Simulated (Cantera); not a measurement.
Cantera run:

```python
import numpy as np
import cantera as ct

gas_names = """
    C CN CO CO2 C2 CCN CNC C2N2 C2O C3 C3O2 C4 C4N2 C5 N NCO NO NO2 NO3 N2 N2O O O2 O3 Si SiC SiC2 SiN
    SiO SiO2 Si2 Si2C Si2N Si3
""".split()
cond_names = """
    C(gr) Si(cr) Si(L) SiC(b) SiO2(Lqz) SiO2(hqz) SiO2(L) Si2N2O(s) Si3N4(a)
""".split()


# ... load() reads the species with a 1 bar reference pressure and builds the phases ...
atoms = {
    'Si3N4': {'Si': 3, 'N': 4},
    'CO2': {'C': 1, 'O': 2},
    'N2': {'N': 2},
    'N2O': {'N': 2, 'O': 1},
}
top_T = {'C(gr)': 4500, 'SiC(b)': 3050, 'Si2N2O(s)': 2100, 'Si3N4(a)': 2400}  # K; cautious upper limits of use, not melting points


# ... equilibrate(T, P, feed) seeds the gas with the atoms and calls Mixture.equilibrate('TP', solver="vcs", rtol=1e-11, max_steps=5000) ...
results = []
feed = {'Si3N4': 1, 'CO2': 0.039, 'N2': 87, 'N2O': 0.026}  # mol
P = 11  # Pa
for T in [1400, 1450, 1500, 1550, 1600, 1650, 1700]:
    mix = equilibrate(T, P, feed)
    results.append((T, P, feed, dict(zip(mix.species_names, mix.species_moles))))
    x = sorted(zip(gas.X, gas.species_names), reverse=True)
    print(f"T = {T:g} K  P = {P:g} Pa  gas = {mix.phase_moles(0):.4g} mol")
    print("   x: " + "  ".join(f"{s} {v:.3e}" for v, s in x if v > 0.001))
    print("   condensed (mol): " + ("  ".join(f"{mix.phase(i).name} {mix.phase_moles(i):.4g}"
          for i in range(1, mix.n_phases) if mix.phase_moles(i) > 1e-12) or "none"))
```

Output:

```
T = 1400 K  P = 11 Pa  gas = 87.11 mol
   x: N2 9.996e-01
   condensed (mol): SiC(b) 0.0212  Si2N2O(s) 0.06734  Si3N4(a) 0.9417
T = 1450 K  P = 11 Pa  gas = 87.2 mol
   x: N2 9.988e-01
   condensed (mol): SiC(b) 0.01701  Si3N4(a) 0.9667
T = 1500 K  P = 11 Pa  gas = 87.22 mol
   x: N2 9.988e-01  SiO 1.101e-03
   condensed (mol): SiC(b) 0.03101  Si3N4(a) 0.956
T = 1550 K  P = 11 Pa  gas = 89.16 mol
   x: N2 9.985e-01  SiO 1.130e-03
   condensed (mol): Si(cr) 2.835  SiC(b) 0.03569
T = 1600 K  P = 11 Pa  gas = 89.21 mol
   x: N2 9.979e-01  SiO 1.123e-03
   condensed (mol): Si(cr) 2.782  SiC(b) 0.03493
T = 1650 K  P = 11 Pa  gas = 89.35 mol
   x: N2 9.963e-01  Si 2.435e-03  SiO 1.114e-03
   condensed (mol): Si(cr) 2.638  SiC(b) 0.03361
T = 1700 K  P = 11 Pa  gas = 89.69 mol
   x: N2 9.925e-01  Si 6.169e-03  SiO 1.100e-03
   condensed (mol): Si(L) 2.288  SiC(b) 0.03035
```

These are equilibrium values from Cantera (NASA tables, ideal gas, pure condensed phases), not measurements of a reactor. Mutual solubility and eutectic melting of coexisting phases are not modelled. The tables' values for SiN are old estimates; treat these amounts as uncertain.
